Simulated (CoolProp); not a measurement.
Saturated liquid density (kg/m³) of tetrahydrofuran: the reference equation beside estimates from Tc = 540.2 K, pc = 5.304 MPa, ω = 0.234. Rackett uses Z = 0.29056 − 0.08775 ω.

Model: reference Helmholtz-energy equation of state, Fiedler 2023, in CoolProp.

| T (K) | reference | Rackett | van der Waals | Redlich-Kwong | Soave-Redlich-Kwong | Peng-Robinson |
|---|---|---|---|---|---|---|
| 378.4 | 788.4 | 797.5 | 485.9 | 704.3 | 730.2 | 826.8 |
| 391.6 | 771.5 | 779.9 | 475.2 | 685.4 | 712.1 | 806.9 |
| 404.9 | 753.9 | 761.5 | 464.0 | 665.3 | 692.7 | 785.4 |
| 418.1 | 735.7 | 742.3 | 452.2 | 644.2 | 671.9 | 762.3 |
| 431.3 | 716.7 | 722.2 | 439.7 | 621.7 | 649.6 | 737.2 |
| 444.6 | 696.3 | 700.6 | 426.3 | 597.5 | 625.2 | 709.6 |
| 457.8 | 674.7 | 677.8 | 411.9 | 571.6 | 598.8 | 679.5 |
| 471 | 651.3 | 653.0 | 396.3 | 543.5 | 569.7 | 646.1 |
| 484.3 | 625.1 | 625.5 | 379.0 | 512.4 | 537.0 | 608.4 |
| 497.5 | 595.3 | 594.5 | 359.5 | 477.8 | 500.2 | 565.4 |
| 510.7 | 559.3 | 557.9 | 336.8 | 437.8 | 456.9 | 514.6 |
| 524 | 510.2 | 510.0 | 307.9 | 387.8 | 402.2 | 449.9 |

Absolute difference from the reference over all 12 rows, mean and median: Rackett 0.6 and 0.5 %, van der Waals 39.0 and 38.9 %, Redlich-Kwong 15.7 and 14.7 %, Soave-Redlich-Kwong 12.1 and 10.7 %, Peng-Robinson 4.3 and 3.9 %.
